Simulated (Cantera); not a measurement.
What does this Cantera script print?

```python
import numpy as np
import cantera as ct

surf = ct.Interface("ptcombust.yaml", "Pt_surf")
gas = surf.adjacent["gas"]
gas.TPX = 300, 12000, {'H2': 0.027, 'O2': 0.072, 'N2': 0.79}
jet = ct.ImpingingJet(gas=gas, width=0.041, surface=surf)
jet.inlet.mdot, jet.inlet.T, jet.inlet.X = 0.15, 300, {'H2': 0.027, 'O2': 0.072, 'N2': 0.79}
jet.set_refine_criteria(ratio=10, slope=0.2, curve=0.3)
show, cover = ['H2', 'O2', 'H2O', 'OH'], ["PT(S)", "H(S)", "O(S)", "OH(S)", "CO(S)", "C(S)"]

rows = []
print(f"{'Ts/K':>7s}" + "".join(f"{s:>11s}" for s in show + cover) + "   (gas at the wall, coverages)")
for i, Ts in enumerate([500, 550, 600, 650, 700, 750, 800]):
    jet.surface.T = Ts
    if i == 0:
        surf.TP = Ts, 12000
        surf.coverages = "PT(S):0.5, O(S):0.5"
        surf.advance_coverages(1.0)
        jet.set_initial_guess(products="inlet")
    jet.solve(loglevel=0, auto=(i == 0))
    rows.append([*(jet.X[gas.species_index(s), -1] for s in show), *surf[cover].coverages])
    print(f"{Ts:7g}" + "".join(f"{x:11.3e}" for x in rows[-1]))
```

Output:

```
   Ts/K         H2         O2        H2O         OH      PT(S)       H(S)       O(S)      OH(S)      CO(S)       C(S)   (gas at the wall, coverages)
    500  2.610e-03  5.093e-02  5.495e-02  1.190e-15  7.512e-02  2.352e-09  8.976e-01  2.720e-02  4.018e-19  7.210e-30
    550  2.600e-03  5.102e-02  5.450e-02  4.560e-14  7.931e-02  2.507e-09  9.051e-01  1.556e-02 -3.289e-16  1.078e-25
    600  2.593e-03  5.111e-02  5.410e-02  9.423e-13  8.328e-02  3.428e-09  9.070e-01  9.687e-03 -2.346e-18  2.324e-25
    650  2.583e-03  5.119e-02  5.375e-02  1.211e-11  8.723e-02  5.400e-09  9.063e-01  6.446e-03  3.562e-18 -1.447e-29
    700  2.540e-03  5.123e-02  5.349e-02  1.072e-10  9.242e-02  9.024e-09  9.030e-01  4.571e-03  3.153e-19  2.129e-25
    750  2.357e-03  5.112e-02  5.351e-02  6.886e-10  1.040e-01  1.640e-08  8.925e-01  3.500e-03  5.616e-20  3.241e-25
    800  1.960e-03  5.078e-02  5.397e-02  3.294e-09  1.312e-01  3.458e-08  8.659e-01  2.922e-03  6.713e-19  1.810e-25
```

Computed with Cantera and Deutschmann's 1995 Pt surface mechanism with GRI-Mech 3.0 gas chemistry. Catalytic surfaces can have several steady states; this one follows from the mechanism file's or the stated starting coverage.
